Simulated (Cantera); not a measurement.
Adiabatic ignition

An adiabatic, constant-pressure homogeneous reactor starts with 17.4 % CH3OH, 17.4 % O2, 65.3 % N2, equivalence ratio 1.5, at 1000 K and 1000000 Pa.

Cantera simulation using GRI-Mech 3.0 (53 species, 325 reactions); the numbers are that mechanism's predictions, not measurements. GRI-Mech 3.0 was tuned for natural gas; its chemistry of methanol as a main component is partial and can be far from experiment.

| t (s) | T (K) | x CH3OH | x O2 | x O | x H2O | x N2O |
|---|---|---|---|---|---|---|
| 2.00e-6 | 1000 | 0.174 | 0.174 | <1e-12 | 5.76e-11 | <1e-12 |
| 1.07e-5 | 1000 | 0.174 | 0.174 | <1e-12 | 3.09e-10 | <1e-12 |
| 5.69e-5 | 1000 | 0.174 | 0.174 | <1e-12 | 1.65e-9 | <1e-12 |
| 0.000304 | 1000 | 0.174 | 0.174 | <1e-12 | 8.81e-9 | <1e-12 |
| 0.00162 | 1000 | 0.174 | 0.174 | <1e-12 | 4.72e-8 | <1e-12 |
| 0.00864 | 1000 | 0.174 | 0.174 | <1e-12 | 3.13e-7 | 2.23e-12 |
| 0.0461 | 1000 | 0.174 | 0.174 | <1e-12 | 2.08e-5 | 7.21e-11 |
| 0.246 | 2479 | <1e-12 | 4.72e-5 | 2.86e-5 | 0.235 | 4.12e-8 |
| 1.31 | 2479 | <1e-12 | 4.72e-5 | 2.86e-5 | 0.235 | 4.12e-8 |
| 7.00 | 2479 | <1e-12 | 4.72e-5 | 2.86e-5 | 0.235 | 4.12e-8 |
x: mole fraction; the columns are a selection and need not sum to one.

| Property | Value |
|---|---|
| time of steepest temperature rise | 78.7 ms |
| temperature at 7.00 s | 2479 K |
| equilibrium temperature | 2479 K |
| x(CH3OH) at 7.00 s | <1e-12 (gas-phase equilibrium <1e-12) |
| x(O2) at 7.00 s | 4.72e-5 (gas-phase equilibrium 4.72e-5) |
| x(O) at 7.00 s | 2.86e-5 (gas-phase equilibrium 2.86e-5) |
